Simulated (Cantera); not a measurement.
A perfectly stirred reactor is fed with CH₄ : O₂ : N₂ = 0.015 : 0.049 : 1 (molar parts), equivalence ratio 0.61, at 8.50 bar; it is held at 1323 K, and followed from long to short residence time.

Cantera simulation using GRI-Mech 3.0 (53 species, 325 reactions); the numbers are that mechanism's predictions, not measurements. The temperature is held fixed by assumption; the heat of reaction is taken as removed at once.

Question: What does this change do: pressure from 8.50 bar to 4.30 bar?

Answer: 
```tsv
quantity	before	after
x(CH₄) at τ = 2.00 s	9.56e-6	5.81e-6
x(O₂) at τ = 2.00 s	0.0179	0.0179
x(HO₂) at τ = 2.00 s	8.52e-7	6.03e-7
x(CH₂) at τ = 2.00 s	2.44e-10	6.51e-10
x(NO₂) at τ = 2.00 s	2.08e-8	1.98e-8
x(CH₄) at τ = 83.0 ms	9.80e-5	6.12e-5
x(O₂) at τ = 83.0 ms	0.0185	0.0183
x(HO₂) at τ = 83.0 ms	6.96e-6	5.26e-6
x(CH₂) at τ = 83.0 ms	3.07e-9	9.99e-9
x(NO₂) at τ = 83.0 ms	4.49e-8	2.19e-8
```

Question: What does this change do: pressure from 8.50 bar to 0.950 bar?

Answer: 
```json
[
 {"quantity": "x(CH₄) at τ = 2.00 s", "before": "9.56e-6", "after": "5.08e-6"},
 {"quantity": "x(O₂) at τ = 2.00 s", "before": "0.0179", "after": "0.0179"},
 {"quantity": "x(HO₂) at τ = 2.00 s", "before": "8.52e-7", "after": "5.48e-7"},
 {"quantity": "x(CH₂) at τ = 2.00 s", "before": "2.44e-10", "after": "2.95e-9"},
 {"quantity": "x(NO₂) at τ = 2.00 s", "before": "2.08e-8", "after": "9.27e-9"},
 {"quantity": "x(CH₄) at τ = 83.0 ms", "before": "9.80e-5", "after": "3.85e-5"},
 {"quantity": "x(O₂) at τ = 83.0 ms", "before": "0.0185", "after": "0.0181"},
 {"quantity": "x(HO₂) at τ = 83.0 ms", "before": "6.96e-6", "after": "2.96e-6"},
 {"quantity": "x(CH₂) at τ = 83.0 ms", "before": "3.07e-9", "after": "4.22e-8"},
 {"quantity": "x(NO₂) at τ = 83.0 ms", "before": "4.49e-8", "after": "2.14e-9"}
]
```
